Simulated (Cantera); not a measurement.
Input: 1 mol PbO, 0.54 mol CO, at 0.133 bar.

Equilibrium computed with Cantera from the NASA thermochemical tables; the gas is ideal and each condensed phase is pure. Candidate condensed phases: C, Pb, PbO, PbO₂, Pb₃O₄; 15 gas species. Gases not in the tables: (PbO)n polymers. Rates play no part. All values below are at 2150 K.

Base state: Pb 0.387, CO₂ 0.318, PbO 0.239, O₂ 0.0341, CO 0.0200, O 0.000988, Pb₂ 7.40e-5 (mole fractions); condensed: gas only.

**Question.** What changes in the equilibrium state with this change: 0.14 mol NH₃ added?

**Answer.** 
```
species  before     after
-------  ------  --------
Pb        0.387     0.400
CO₂       0.318     0.264
PbO       0.239     0.142
H₂O           0     0.109
N₂            0    0.0376
O₂       0.0341    0.0112
CO       0.0200    0.0289
OH            0   0.00337
H₂            0   0.00235
NO            0  0.000568
```
Further candidate phases: C₆H₆, C₇H₈, C₈H₁₈, H₂O.
